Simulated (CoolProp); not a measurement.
Vapour-liquid equilibrium of o-xylene (1) + n-decane (2) at 533.4 K; x and y are mole fractions of (1).

Computed with CoolProp (multi-fluid Helmholtz-energy mixture model, Zhou 2012 and Lemmon 2006; pair parameters Bell 2016).

```csv
x,"bubble pressure, mixture model (MPa)","bubble pressure, Raoult's law (MPa)","y, mixture model","y, Raoult's law"
0.05,0.6210,0.6236,0.072,0.083
0.15,0.6602,0.6670,0.207,0.233
0.25,0.7008,0.7105,0.331,0.365
0.35,0.7426,0.7539,0.445,0.481
0.45,0.7854,0.7973,0.550,0.585
0.55,0.8291,0.8407,0.646,0.678
0.65,0.8737,0.8841,0.736,0.762
0.75,0.9191,0.9275,0.818,0.838
0.85,0.9653,0.9709,0.895,0.907
0.95,1.012,1.014,0.966,0.970
```

The largest gap from Raoult's law is -1.5 % in bubble pressure, at x = 0.35. No azeotrope shows between x = 0.05 and 0.95.

Pair parameters are fitted to limited data, so mixtures are less certain than the pure fluids.
